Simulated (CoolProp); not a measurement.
The fluid at 438.21 K and 0.418 MPa expands adiabatically to 0.0562 MPa with isentropic efficiency 0.85. The same conditions are run with several fluids, on thermodynamics alone (safety and materials aside).

Values from CoolProp's reference Helmholtz-energy equation of state of each fluid (n-perfluorohexane: Gao 2022; n-perfluorobutane: Gao 2022; R22: Kamei 1995; R227EA: Lemmon 2016; R1224YDZ: Akasaka 2023).

### Question
Rank n-perfluorohexane, n-perfluorobutane, R22, R227EA, R1224YDZ by work (kJ/kg), highest first.

### Answer
R22 (62.7), R1224YDZ (38.5), R227EA (34.2), n-perfluorobutane (24.7), n-perfluorohexane (17.1)

| fluid | final temperature (K) | final density (kg/m³) |
|---|---|---|
| n-perfluorohexane | 417.5 | 5.55 |
| n-perfluorobutane | 410.7 | 3.94 |
| R22 | 352.7 | 1.66 |
| R227EA | 401.0 | 2.88 |
| R1224YDZ | 394.3 | 2.57 |
